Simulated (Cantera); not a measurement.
Cantera run:

```python
import numpy as np
import cantera as ct

gas_names = [...]  # 92 gases of nasa_gas.yaml made of C, H, N
cond_names = """
    C(gr) C6H6(L) C7H8(L) C8H18(L),n-octa
""".split()


# ... load() reads the species with a 1 bar reference pressure and builds the phases ...
atoms = {
    'CH4': {'C': 1, 'H': 4},
    'NH3': {'N': 1, 'H': 3},
    'H2': {'H': 2},
}
top_T = {'C(gr)': 4500}  # K; cautious upper limits of use, not melting points


# ... equilibrate(T, P, feed) seeds the gas with the atoms and calls Mixture.equilibrate('TP', solver="vcs", rtol=1e-11, max_steps=5000) ...
results = []
feed = {'CH4': 1, 'NH3': 0.092, 'H2': 0.54}  # mol
P = 133.322  # Pa
for T in [1400, 1500, 1600, 1700, 1800, 1900, 2000, 2100, 2200, 2300]:
    mix = equilibrate(T, P, feed)
    results.append((T, P, feed, dict(zip(mix.species_names, mix.species_moles))))
    x = sorted(zip(gas.X, gas.species_names), reverse=True)
    print(f"T = {T:g} K  P = {P:g} Pa  gas = {mix.phase_moles(0):.4g} mol")
    print("   x: " + "  ".join(f"{s} {v:.3e}" for v, s in x if v > 1e-05))
    print("   condensed (mol): " + ("  ".join(f"{mix.phase(i).name} {mix.phase_moles(i):.4g}"
          for i in range(1, mix.n_phases) if mix.phase_moles(i) > 1e-12) or "none"))
```

Output:

```
T = 1400 K  P = 133.322 Pa  gas = 2.724 mol
   x: H2 9.829e-01  N2 1.685e-02  H 1.321e-04  HCN 6.387e-05
   condensed (mol): C(gr) 0.9998
T = 1500 K  P = 133.322 Pa  gas = 2.725 mol
   x: H2 9.826e-01  N2 1.681e-02  H 4.779e-04  HCN 1.359e-04
   condensed (mol): C(gr) 0.9996
T = 1600 K  P = 133.322 Pa  gas = 2.726 mol
   x: H2 9.815e-01  N2 1.674e-02  H 1.475e-03  HCN 2.624e-04  C2H2,acetylene 2.700e-05
   condensed (mol): C(gr) 0.9991
T = 1700 K  P = 133.322 Pa  gas = 2.729 mol
   x: H2 9.788e-01  N2 1.661e-02  H 3.993e-03  HCN 4.671e-04  C2H2,acetylene 7.185e-05  HNC 1.397e-05
   condensed (mol): C(gr) 0.9983
T = 1800 K  P = 133.322 Pa  gas = 2.737 mol
   x: H2 9.729e-01  N2 1.640e-02  H 9.673e-03  HCN 7.756e-04  C2H2,acetylene 1.706e-04  HNC 2.943e-05
   condensed (mol): C(gr) 0.9969
T = 1900 K  P = 133.322 Pa  gas = 2.753 mol
   x: H2 9.610e-01  H 2.131e-02  N2 1.607e-02  HCN 1.211e-03  C2H2,acetylene 3.669e-04  HNC 5.682e-05
   condensed (mol): C(gr) 0.9945
T = 2000 K  P = 133.322 Pa  gas = 2.784 mol
   x: H2 9.387e-01  H 4.315e-02  N2 1.558e-02  HCN 1.783e-03  C2H2,acetylene 7.211e-04  HNC 1.013e-04
   condensed (mol): C(gr) 0.9907
T = 2100 K  P = 133.322 Pa  gas = 2.839 mol
   x: H2 9.002e-01  H 8.096e-02  N2 1.488e-02  HCN 2.482e-03  C2H2,acetylene 1.300e-03  HNC 1.676e-04
   condensed (mol): C(gr) 0.985
T = 2200 K  P = 133.322 Pa  gas = 2.931 mol
   x: H2 8.391e-01  H 1.413e-01  N2 1.393e-02  HCN 3.257e-03  C2H2,acetylene 2.150e-03  HNC 2.573e-04  CN 1.953e-05  C2H 1.254e-05
   condensed (mol): C(gr) 0.9769
T = 2300 K  P = 133.322 Pa  gas = 3.077 mol
   x: H2 7.500e-01  H 2.295e-01  N2 1.273e-02  HCN 4.015e-03  C2H2,acetylene 3.241e-03  HNC 3.658e-04  CN 5.224e-05  C2H 4.480e-05  C3 1.254e-05
   condensed (mol): C(gr) 0.9659
```

Cantera equilibrium calculation (NASA polynomials, part measured and part estimated; ideal gas, pure solids and liquids).
